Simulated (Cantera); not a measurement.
Input: 1 mol CH3OH, a varied amount of H2, at 1073 K and 79.0 bar.

Equilibrium computed with Cantera from the NASA thermochemical tables; the gas is ideal and each condensed phase is pure. Candidate condensed phases: C, C6H6, C7H8, C8H18, H2O; 110 gas species. The ideal-gas law is rough above about 30 bar. Kinetics and transport are ignored.

x: gas mole fraction; nothing condenses.

| n(H2) (mol) | x H2 | x CH4 | x H2O | x CO | x CO2 |
|---|---|---|---|---|---|
| 0.86 | 0.327 | 0.306 | 0.256 | 0.0603 | 0.0511 |
| 1.3 | 0.367 | 0.295 | 0.263 | 0.0420 | 0.0326 |
| 2.1 | ___ | ___ | 0.254 | ___ | ___ |
| 3.2 | 0.549 | 0.222 | 0.218 | 0.00783 | 0.00337 |
| 5 | 0.672 | 0.163 | 0.162 | 0.00233 | 0.000609 |
| 7.7 | 0.772 | 0.114 | 0.114 | 0.000756 | 0.000121 |
| 12 | 0.847 | ___ | ___ | ___ | ___ |
| 19 | 0.900 | 0.0499 | 0.0499 | 9.15e-5 | 5.50e-6 |

What belongs in the gaps?


- 2.1, x H2: 0.445
- 2.1, x CH4: 0.267
- 2.1, x CO: 0.0207
- 2.1, x CO2: 0.0129
- 12, x CH4: 0.0766
- 12, x H2O: 0.0766
- 12, x CO: 0.000259
- 12, x CO2: 2.54e-5
